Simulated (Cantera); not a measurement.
What does this Cantera script print?

```python
import numpy as np
import cantera as ct

gas_names = """
    F FO FO2 F2 F2O Mg MgF MgF2 MgN MgO Mg2 Mg2F4 N NF NF2 NF3 NO NO2 NO3 N2 N2O O O2 O3
""".split()
cond_names = """
    Mg(cr) Mg(L) MgF2(s) MgF2(L) MgO(s) MgO(L)
""".split()


# ... load() reads the species with a 1 bar reference pressure and builds the phases ...
atoms = {
    'MgO': {'Mg': 1, 'O': 1},
    'NF3': {'N': 1, 'F': 3},
    'N2': {'N': 2},
}
top_T = {}  # K; cautious upper limits of use, not melting points


# ... equilibrate(T, P, feed) seeds the gas with the atoms and calls Mixture.equilibrate('TP', solver="vcs", rtol=1e-11, max_steps=5000) ...
results = []
feed = {'MgO': 1, 'NF3': 5.9, 'N2': 34}  # mol
P = 5.7  # Pa
for T in [1023, 1098, 1173, 1248, 1323, 1398, 1473, 1548, 1623, 1698, 1773]:
    mix = equilibrate(T, P, feed)
    results.append((T, P, feed, dict(zip(mix.species_names, mix.species_moles))))

top = {s: max(r[3][s] / sum(r[3][g] for g in gas_names) for r in results) for s in gas_names}
cols = sorted((s for s in top if top[s] > 1e-05), key=lambda s: -top[s])[:9]
seen = [c for c in cond_names if any(r[3].get(c, 0) > 1e-12 for r in results)]
print("log10 of partial pressures in bar; condensed amounts in mol")
print(f"{'T/K':>10s}" + "".join(f"{s[:9]:>10s}" for s in cols + seen))
for T, P, feed, n in results:
    ng = sum(n[g] for g in gas_names)
    print(f"{T:10.4g}" + "".join(f"{np.log10(max(n[s] / ng * P / 1e5, 1e-99)):10.3f}" for s in cols)
          + "".join(f"{n.get(c, 0):10.4g}" for c in seen))
```

Output:

```
log10 of partial pressures in bar; condensed amounts in mol
       T/K        N2         F      MgF2        O2         O        NO        F2   MgF2(s)
      1023    -4.402    -4.775   -10.386    -6.271   -12.642    -9.343    -7.726         1
      1098    -4.402    -4.774    -9.055    -6.271   -11.760    -9.024    -8.301    0.9992
      1173    -4.402    -4.774    -7.900    -6.271   -10.991    -8.747    -8.804    0.9883
      1248    -4.403    -4.775    -6.888    -6.273   -10.313    -8.503    -9.250    0.8791
      1323    -4.410    -4.782    -5.996    -6.281    -9.715    -8.293    -9.658   0.04111
      1398    -4.410    -4.782    -5.978    -6.282    -9.179    -8.100   -10.011         0
      1473    -4.410    -4.782    -5.978    -6.285    -8.697    -7.927   -10.328         0
      1548    -4.410    -4.782    -5.978    -6.288    -8.262    -7.772   -10.615         0
      1623    -4.410    -4.782    -5.978    -6.294    -7.868    -7.633   -10.876         0
      1698    -4.410    -4.782    -5.978    -6.305    -7.511    -7.508   -11.115         0
      1773    -4.411    -4.782    -5.978    -6.324    -7.190    -7.399   -11.333         0
```

These are equilibrium values from Cantera (NASA tables, ideal gas, pure condensed phases), not measurements of a reactor.
